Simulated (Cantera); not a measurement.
What does this Cantera script print?

```python
import numpy as np
import cantera as ct

surf = ct.Interface("ptcombust.yaml", "Pt_surf")
gas = surf.adjacent["gas"]
gas.TPX = 300, 12000, {'H2': 0.013, 'O2': 0.14, 'N2': 0.79}
jet = ct.ImpingingJet(gas=gas, width=0.023, surface=surf)
jet.inlet.mdot, jet.inlet.T, jet.inlet.X = 0.16, 300, {'H2': 0.013, 'O2': 0.14, 'N2': 0.79}
jet.set_refine_criteria(ratio=10, slope=0.2, curve=0.3)
show, cover = ['H2', 'O2', 'H2O', 'OH'], ["PT(S)", "H(S)", "O(S)", "OH(S)", "CO(S)", "C(S)"]

rows = []
print(f"{'Ts/K':>7s}" + "".join(f"{s:>11s}" for s in show + cover) + "   (gas at the wall, coverages)")
for i, Ts in enumerate([700, 750, 800, 850, 900, 950, 1000, 1050]):
    jet.surface.T = Ts
    if i == 0:
        surf.TP = Ts, 12000
        surf.coverages = "PT(S):0.5, O(S):0.5"
        surf.advance_coverages(1.0)
        jet.set_initial_guess(products="inlet")
    jet.solve(loglevel=0, auto=(i == 0))
    rows.append([*(jet.X[gas.species_index(s), -1] for s in show), *surf[cover].coverages])
    print(f"{Ts:7g}" + "".join(f"{x:11.3e}" for x in rows[-1]))
```

It prints:

```
   Ts/K         H2         O2        H2O         OH      PT(S)       H(S)       O(S)      OH(S)      CO(S)       C(S)   (gas at the wall, coverages)
    700  2.913e-03  1.368e-01  2.095e-02  9.639e-11  4.344e-02  2.082e-09  9.545e-01  2.050e-03 -7.048e-18 -1.100e-26
    750  2.449e-03  1.364e-01  2.170e-02  5.946e-10  5.605e-02  4.293e-09  9.423e-01  1.701e-03  9.288e-20  5.183e-27
    800  1.801e-03  1.358e-01  2.280e-02  2.715e-09  8.346e-02  1.135e-08  9.150e-01  1.570e-03  4.624e-19  3.931e-30
    850  1.287e-03  1.353e-01  2.365e-02  9.968e-09  1.254e-01  3.044e-08  8.731e-01  1.482e-03  1.204e-19  5.729e-28
    900  9.641e-04  1.350e-01  2.414e-02  3.069e-08  1.780e-01  7.328e-08  8.206e-01  1.377e-03  4.452e-20  2.552e-25
    950  7.559e-04  1.348e-01  2.442e-02  8.546e-08  2.368e-01  1.558e-07  7.619e-01  1.255e-03  7.046e-18  1.636e-25
   1000  6.219e-04  1.347e-01  2.457e-02  2.107e-07  2.998e-01  3.012e-07  6.990e-01  1.128e-03  3.481e-19  7.968e-27
   1050  5.304e-04  1.346e-01  2.465e-02  4.793e-07  3.638e-01  5.349e-07  6.352e-01  1.003e-03  1.993e-16  8.225e-26
```

Computed with Cantera and Deutschmann's 1995 Pt surface mechanism with GRI-Mech 3.0 gas chemistry. Catalytic surfaces can have several steady states; this one follows from the mechanism file's or the stated starting coverage.
